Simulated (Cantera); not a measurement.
# Pyrogenic steam for wet oxidation

A perfectly stirred reactor is fed with H2 : O2 : N2 = 1.1 : 1 : 3.4 (molar parts), equivalence ratio 0.55, at 0.530 bar; it is held at 1300 K, and followed from long to short residence time.

Model: GRI-Mech 3.0 (53 species, 325 reactions), integrated in Cantera. The temperature is held fixed by assumption; the heat of reaction is taken as removed at once.

```csv
τ (s),x H2,x O2,x H2O2,x H2O,x NO2,x H,x HO2
7.6,2.56e-5,0.0909,1.28e-7,0.222,1.27e-8,4.58e-7,9.06e-7
3.2,4.56e-5,0.0909,1.99e-7,0.222,1.29e-8,1.09e-6,1.57e-6
1.3,8.33e-5,0.0909,3.10e-7,0.222,1.08e-8,2.70e-6,2.76e-6
0.56,0.000146,0.0909,4.60e-7,0.222,7.75e-9,6.31e-6,4.59e-6
0.24,0.000257,0.0909,6.70e-7,0.222,5.06e-9,1.48e-5,7.42e-6
0.10,0.000458,0.0909,9.69e-7,0.221,3.21e-9,3.57e-5,1.17e-5
0.042,0.000805,0.0910,1.37e-6,0.221,2.21e-9,8.51e-5,1.73e-5
0.018,0.00138,0.0911,1.86e-6,0.220,1.76e-9,0.000198,2.39e-5
0.0074,0.00241,0.0913,2.50e-6,0.218,1.56e-9,0.000478,3.12e-5
0.0031,0.00410,0.0918,3.22e-6,0.216,1.47e-9,0.00112,3.78e-5
0.0013,0.00687,0.0926,3.96e-6,0.211,1.40e-9,0.00257,4.33e-5
```
x: mole fraction; the columns are a selection and need not sum to one.
